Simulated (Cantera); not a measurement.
**Al + Cl2 + H2 (aluminium and copper etching)**

A closed system holds: 1 mol Al, 0.52 mol Cl2, 0.79 mol H2, equilibrated at 57.0 Pa.

Equilibrium computed with Cantera from the NASA thermochemical tables; the gas is ideal and each condensed phase is pure. Candidate condensed phases: Al, AlCl3; 12 gas species. The tables' values for AlCl2 are old estimates; treat these amounts as uncertain. Equilibrium is a limit: real reactors are often held back by kinetics, nucleation or transport.

```
T (°C)   x H2  x AlCl3    x AlCl  x Al2Cl6   x AlCl2     x HCl       x H  n Al(s)  n Al(l)
------  -----  -------  --------  --------  --------  --------  --------  -------  -------
225     0.805   0.0362   1.12e-8     0.159   1.96e-8  4.10e-10    <1e-12    0.653        0
300     0.748    0.175   1.68e-6    0.0765   1.71e-6   1.68e-8    <1e-12    0.653        0
375     0.702    0.287   6.12e-5    0.0107   3.25e-5   2.28e-7    <1e-12    0.653        0
450     0.695    0.302  0.000932   0.00117  0.000265   1.64e-6  2.95e-12    0.653        0
525     0.691    0.299   0.00826  0.000178   0.00140   7.97e-6  9.28e-11    0.647        0
600     0.671    0.275    0.0486   3.27e-5   0.00522   2.84e-5   1.61e-9    0.613        0
675     0.603    0.192     0.192   4.48e-6    0.0129   7.28e-5   1.71e-8        0    0.480
```
x: gas mole fraction; n: condensed amount in mol.

From 225 °C to 600 °C the condensed part is Al(s). At 675 °C the condensed part is Al(l). The main Al-bearing gas is Al2Cl6 at 225 °C and AlCl3 at 675 °C.
